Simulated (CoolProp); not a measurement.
The fluid at 298.15 K and 0.896 MPa expands adiabatically to 0.214 MPa with isentropic efficiency 0.8. The same conditions are run with several fluids, on thermodynamics alone (safety and materials aside).

Values from CoolProp's reference Helmholtz-energy equation of state of each fluid (carbonyl sulfide: Lemmon 2006; ethylene: Smukala 2000; CH3F (R41): Lemmon 2006; sulfur hexafluoride: Guder 2009).

```csv
fluid,work (kJ/kg),final temperature (K),final phase,final density (kg/m³)
carbonyl sulfide,37.7,240.5,"two-phase, vapour fraction 0.972",6.94
ethylene,83.6,233.2,gas,3.18
CH3F (R41),66.1,227.0,gas,4.05
sulfur hexafluoride,16.9,264.8,gas,14.7
```
